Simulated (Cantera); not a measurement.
# NO annealing gas

A perfectly stirred reactor is fed with 97.1 % NO, 2.87 % N₂, at 1.58 atm; it is held at 1800 K, and followed from long to short residence time.

Detailed kinetics in Cantera: GRI-Mech 3.0 (53 species, 325 reactions).

```json
[
 {"τ (s)": "10", "x NO": "0.261", "x N₂": "0.383", "x O₂": "0.354", "x N₂O": "2.79e-5", "x O": "5.80e-5", "x NO₂": "0.00108"},
 {"τ (s)": "2.0", "x NO": "0.513", "x N₂": "0.257", "x O₂": "0.228", "x N₂O": "0.000108", "x O": "4.71e-5", "x NO₂": "0.00170"},
 {"τ (s)": "0.40", "x NO": "0.778", "x N₂": "0.125", "x O₂": "0.0952", "x N₂O": "0.000254", "x O": "3.17e-5", "x NO₂": "0.00171"},
 {"τ (s)": "0.079", "x NO": "0.920", "x N₂": "0.0540", "x O₂": "0.0248", "x N₂O": "0.000356", "x O": "1.88e-5", "x NO₂": "0.00116"},
 {"τ (s)": "0.016", "x NO": "0.960", "x N₂": "0.0340", "x O₂": "0.00500", "x N₂O": "0.000370", "x O": "1.26e-5", "x NO₂": "0.000785"},
 {"τ (s)": "0.0031", "x NO": "0.969", "x N₂": "0.0295", "x O₂": "0.000669", "x N₂O": "0.000295", "x O": "9.22e-6", "x NO₂": "0.000550"},
 {"τ (s)": "0.00061", "x NO": "0.971", "x N₂": "0.0288", "x O₂": "3.02e-5", "x N₂O": "0.000140", "x O": "4.61e-6", "x NO₂": "0.000225"},
 {"τ (s)": "0.00012", "x NO": "0.971", "x N₂": "0.0287", "x O₂": "5.99e-7", "x N₂O": "3.80e-5", "x O": "1.82e-6", "x NO₂": "4.31e-5"}
]
```
x: mole fraction; the columns are a selection and need not sum to one.
